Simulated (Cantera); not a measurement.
**Carbothermic reduction: PbO + C + H2**

A closed system holds: 1 mol PbO, 0.37 mol C, 0.19 mol H2, equilibrated at 390000 Pa.

Cantera equilibrium calculation (NASA polynomials, part measured and part estimated; ideal gas, pure solids and liquids). Candidate condensed phases: C, C6H6, C7H8, C8H18, H2O, Pb, PbO, PbO2, Pb3O4; 113 gas species. Gases not in the tables: (PbO)n polymers. Equilibrium is a limit: real reactors are often held back by kinetics, nucleation or transport.

```tsv
T (°C)	x Pb	x CO2	x H2O	x PbO	x CO	x H2	x OH	x Pb2	n Pb(l)
1875	0.477	0.234	0.137	0.0999	0.0430	0.00493	0.000530	0.00330	0.220
1925	0.537	0.190	0.116	0.0983	0.0482	0.00559	0.000609	0.00384	0
1975	0.532	0.185	0.115	0.103	0.0529	0.00608	0.000825	0.00348	0
2025	0.528	0.180	0.115	0.108	0.0578	0.00658	0.00110	0.00316	0
2075	0.523	0.175	0.114	0.113	0.0626	0.00709	0.00145	0.00287	0
2125	0.518	0.170	0.113	0.118	0.0675	0.00760	0.00190	0.00262	0
2175	0.514	0.165	0.112	0.122	0.0724	0.00813	0.00244	0.00240	0
2225	0.509	0.160	0.111	0.127	0.0773	0.00867	0.00311	0.00220	0
2275	0.505	0.154	0.109	0.130	0.0822	0.00922	0.00391	0.00202	0
```
x: gas mole fraction; n: condensed amount in mol.

At 1875 °C the condensed part is Pb(l). From 1925 °C to 2275 °C nothing is condensed.
